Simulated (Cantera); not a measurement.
An adiabatic, constant-pressure homogeneous reactor starts with CH3OH : O2 : N2 : H2O = 1 : 1 : 3.76 : 0.24 (molar parts), equivalence ratio 1.5, at 1798 K and 0.987 atm.

Cantera simulation using GRI-Mech 3.0 (53 species, 325 reactions); the numbers are that mechanism's predictions, not measurements. GRI-Mech 3.0 was tuned for natural gas; its chemistry of methanol as a main component is partial and can be far from experiment.

**Question.** Predict: time of steepest temperature rise; temperature at 5.00 s; equilibrium temperature; x(O2) at 5.00 s; x(H2O) at 5.00 s; x(OH) at 5.00 s.

**Answer.** 
| Item | Result |
|---|---|
| time of steepest temperature rise | 19.2 µs |
| temperature at 5.00 s | 2786 K |
| equilibrium temperature | 2786 K |
| x(O2) at 5.00 s | 0.00524 (gas-phase equilibrium 0.00524) |
| x(H2O) at 5.00 s | 0.226 (gas-phase equilibrium 0.226) |
| x(OH) at 5.00 s | 0.0193 (gas-phase equilibrium 0.0193) |
